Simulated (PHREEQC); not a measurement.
A solution holds 0.0018 mol/kgw CuSO4, 0.27 mol/kgw HCl and 0.28 mol/kgw KCl, at 90 °C. Closed to the air; pH follows from the charge balance.

The numbers come from PHREEQC with the ion-association model, phreeqc.dat.

**Question.** The ionic strength comes out as 0.550 mol/kgw. What activity coefficients do CuCl3-, Cu+2, KSO4-, HSO4-, K+ get?

**Answer.** CuCl3- 0.61, Cu+2 0.20, KSO4- 0.65, HSO4- 0.70, K+ 0.60.

This is a speciation only: nothing precipitates in the calculation. Complexes and solids missing from the database can't appear. At this temperature some constants are extrapolated from 25 °C, and those without enthalpy data are left unchanged.
